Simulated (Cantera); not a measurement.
# Adiabatic ignition

An adiabatic, constant-volume homogeneous reactor starts with 6.87 % CH4, 19.6 % O2, 73.5 % N2, equivalence ratio 0.70, at 1575 K and 3.50 bar.

Cantera simulation using GRI-Mech 3.0 (53 species, 325 reactions); the numbers are that mechanism's predictions, not measurements.

```csv
t (s),T (K),P (bar),x CH4,x O2,x CH2,x CO2,x C2H4
3.00e-6,1575,3.50,0.0687,0.196,1.32e-12,2.79e-11,1.14e-10
1.30e-5,1575,3.50,0.0687,0.196,3.00e-11,2.20e-9,1.89e-8
5.63e-5,1576,3.50,0.0683,0.196,2.08e-9,5.55e-7,5.95e-6
0.000244,2898,6.59,<1e-12,0.0594,<1e-12,0.0492,<1e-12
0.00106,2876,6.54,<1e-12,0.0526,<1e-12,0.0495,<1e-12
0.00458,2876,6.54,<1e-12,0.0525,<1e-12,0.0496,<1e-12
0.0199,2876,6.54,<1e-12,0.0525,<1e-12,0.0496,<1e-12
0.0860,2876,6.54,<1e-12,0.0525,<1e-12,0.0496,<1e-12
0.373,2876,6.54,<1e-12,0.0525,<1e-12,0.0496,<1e-12
1.62,2876,6.54,<1e-12,0.0525,<1e-12,0.0496,<1e-12
7.00,2876,6.54,<1e-12,0.0525,<1e-12,0.0496,<1e-12
```
x: mole fraction; the columns are a selection and need not sum to one.

```json
{
  "time_of_steepest_temperature_rise": "0.185 ms",
  "temperature at 7.00 s": "2876 K",
  "equilibrium_temperature": "2876 K",
  "x(CH4) at 7.00 s": "<1e-12 (gas-phase equilibrium <1e-12)",
  "x(O2) at 7.00 s": "0.0525 (gas-phase equilibrium 0.0525)",
  "x(CH2) at 7.00 s": "<1e-12 (gas-phase equilibrium <1e-12)"
}
```
